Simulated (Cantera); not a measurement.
An adiabatic, constant-pressure homogeneous reactor starts with CO : H2 : CH4 : O2 : N2 : H2O = 1 : 0.031 : 0.034 : 0.53 : 1.99 : 0.55 (molar parts), equivalence ratio 1.1, at 1200 K and 6.30 bar. Integrator tolerance rtol = 1e-08.

Model: GRI-Mech 3.0 (53 species, 325 reactions), integrated in Cantera.

| quantity | before | after |
|---|---|---|
| time of steepest temperature rise | 0.281 ms | 7.83 µs |
| temperature at 2.00 s | 2654 K | 2851 K |
| equilibrium temperature | 2654 K | 2851 K |
| x(CO) at 2.00 s | 0.0595 (gas-phase equilibrium 0.0595) | 0.0875 (gas-phase equilibrium 0.0875) |
| x(H2) at 2.00 s | 0.00672 (gas-phase equilibrium 0.00672) | 0.0101 (gas-phase equilibrium 0.0101) |
| x(CH4) at 2.00 s | <1e-12 (gas-phase equilibrium <1e-12) | <1e-12 (gas-phase equilibrium <1e-12) |
| x(OH) at 2.00 s | 0.00914 (gas-phase equilibrium 0.00914) | 0.0169 (gas-phase equilibrium 0.0169) |
| x(O) at 2.00 s | 0.00137 (gas-phase equilibrium 0.00137) | 0.00411 (gas-phase equilibrium 0.00411) |
| x(CH2O) at 2.00 s | 1.01e-9 (gas-phase equilibrium 1.01e-9) | 2.25e-9 (gas-phase equilibrium 2.25e-9) |
| x(C2H6) at 2.00 s | <1e-12 (gas-phase equilibrium <1e-12) | <1e-12 (gas-phase equilibrium <1e-12) |

Task: What was changed between the two runs?
(A) O2 0.53 to 0.3 parts
(B) pressure from 6.30 bar to 15.0 bar
(C) initial temperature 1200 to 1725 K
(D) initial temperature 1200 to 1498 K

Result: C, initial temperature 1200 to 1725 K
